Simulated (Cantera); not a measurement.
A perfectly stirred reactor is fed with CH4 : H2O = 0.22 : 4 (molar parts), at 15.8 atm; it is held at 2125 K, and followed from long to short residence time.

Model: GRI-Mech 3.0 (53 species, 325 reactions), integrated in Cantera. The pressure lies above the range GRI-Mech 3.0 was tuned for (to about 10 atm).

x: mole fraction; the columns are a selection and need not sum to one.

```json
[
 {"τ (s)": "2.7", "x CH4": "2.00e-6", "x H2O": "0.788", "x CH2O": "3.17e-8", "x CO2": "0.0230", "x CH2CO": "1.65e-10"},
 {"τ (s)": "0.51", "x CH4": "1.06e-5", "x H2O": "0.788", "x CH2O": "5.77e-8", "x CO2": "0.0230", "x CH2CO": "8.87e-10"},
 {"τ (s)": "0.094", "x CH4": "5.83e-5", "x H2O": "0.788", "x CH2O": "2.00e-7", "x CO2": "0.0230", "x CH2CO": "[?]"},
 {"τ (s)": "0.018", "x CH4": "0.000310", "x H2O": "0.789", "x CH2O": "9.40e-7", "x CO2": "0.0229", "x CH2CO": "[?]"},
 {"τ (s)": "0.0033", "x CH4": "0.00158", "x H2O": "0.793", "x CH2O": "4.76e-6", "x CO2": "0.0223", "x CH2CO": "[?]"},
 {"τ (s)": "0.00061", "x CH4": "0.00585", "x H2O": "0.811", "x CH2O": "2.02e-5", "x CO2": "0.0195", "x CH2CO": "[?]"},
 {"τ (s)": "0.00011", "x CH4": "0.0141", "x H2O": "0.855", "x CH2O": "6.88e-5", "x CO2": "0.0111", "x CH2CO": "[?]"}
]
```

### Question
Some entries are withheld; supply them.

### Answer

- 0.094, x CH2CO: 5.28e-9
- 0.018, x CH2CO: 3.99e-8
- 0.0033, x CH2CO: 5.11e-7
- 0.00061, x CH2CO: 5.64e-6
- 0.00011, x CH2CO: 2.61e-5
